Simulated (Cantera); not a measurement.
An adiabatic, constant-volume homogeneous reactor starts with CH4 : H2 : O2 : N2 = 1 : 0.052 : 4.5 : 16.9 (molar parts), at 1700 K and 101000 Pa. Integrator tolerance rtol = 1e-08.

Model: GRI-Mech 3.0 (53 species, 325 reactions), integrated in Cantera.

Task: What does this change do: 0.039 parts C2H6 added?

Result: 
| quantity | before | after |
|---|---|---|
| time of steepest temperature rise | 0.167 ms | 75.2 µs |
| temperature at 0.400 s | 2622 K | 2656 K |
| equilibrium temperature | 2622 K | 2656 K |
| x(CH4) at 0.400 s | <1e-12 (gas-phase equilibrium <1e-12) | <1e-12 (gas-phase equilibrium <1e-12) |
| x(H2) at 0.400 s | 0.00215 (gas-phase equilibrium 0.00215) | 0.00267 (gas-phase equilibrium 0.00267) |
| x(O2) at 0.400 s | 0.0977 (gas-phase equilibrium 0.0977) | 0.0915 (gas-phase equilibrium 0.0915) |
| x(CO2) at 0.400 s | 0.0375 (gas-phase equilibrium 0.0375) | 0.0390 (gas-phase equilibrium 0.0390) |
| x(C2H6) at 0.400 s | <1e-12 (gas-phase equilibrium <1e-12) | <1e-12 (gas-phase equilibrium <1e-12) |
| x(O) at 0.400 s | 0.00642 (gas-phase equilibrium 0.00642) | 0.00718 (gas-phase equilibrium 0.00718) |
| x(N2O) at 0.400 s | 1.26e-6 (gas-phase equilibrium 1.26e-6) | 1.29e-6 (gas-phase equilibrium 1.29e-6) |

Task: What does this change do: pressure from 101000 Pa to 250000 Pa?

Result: 
```tsv
quantity	before	after
time of steepest temperature rise	0.167 ms	75.4 µs
temperature at 0.400 s	2622 K	2660 K
equilibrium temperature	2622 K	2660 K
x(CH4) at 0.400 s	<1e-12 (gas-phase equilibrium <1e-12)	<1e-12 (gas-phase equilibrium <1e-12)
x(H2) at 0.400 s	0.00215 (gas-phase equilibrium 0.00215)	0.00165 (gas-phase equilibrium 0.00165)
x(O2) at 0.400 s	0.0977 (gas-phase equilibrium 0.0977)	0.0975 (gas-phase equilibrium 0.0975)
x(CO2) at 0.400 s	0.0375 (gas-phase equilibrium 0.0375)	0.0390 (gas-phase equilibrium 0.0390)
x(C2H6) at 0.400 s	<1e-12 (gas-phase equilibrium <1e-12)	<1e-12 (gas-phase equilibrium <1e-12)
x(O) at 0.400 s	0.00642 (gas-phase equilibrium 0.00642)	0.00481 (gas-phase equilibrium 0.00481)
x(N2O) at 0.400 s	1.26e-6 (gas-phase equilibrium 1.26e-6)	2.12e-6 (gas-phase equilibrium 2.12e-6)
```
